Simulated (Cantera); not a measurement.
A perfectly stirred reactor is fed with 38.9 % CO, 1.05 % H₂, 12.6 % O₂, 47.5 % N₂, equivalence ratio 1.6, at 9.38 atm; it is adiabatic with a 448 K inlet, and is followed from long to short residence time, starting on the burning branch (τ in s: 0.032, 0.016, 0.0083, 0.0042, 0.0022, 0.0011, 0.00056, 0.00029, 0.00015, 7.5e-05, 3.8e-05, 1.9e-05, 9.9e-06).

Detailed kinetics in Cantera: GRI-Mech 3.0 (53 species, 325 reactions). The hydrogen kinetics of GRI-Mech 3.0 are dated; newer H2 mechanisms differ, most at raised pressure.

One state of this run: T (K) = 2399; x CO = 0.174; x H₂ = 0.00107; x O₂ = 0.00273; x H₂O = 0.00988; x NO = 0.000828. x: mole fraction; the columns are a selection and need not sum to one.

Which value of τ (s) does it belong to?
(A) 7.5e-5
(B) 0.00056
(C) 3.8e-5
(D) 0.0022

D, 0.0022
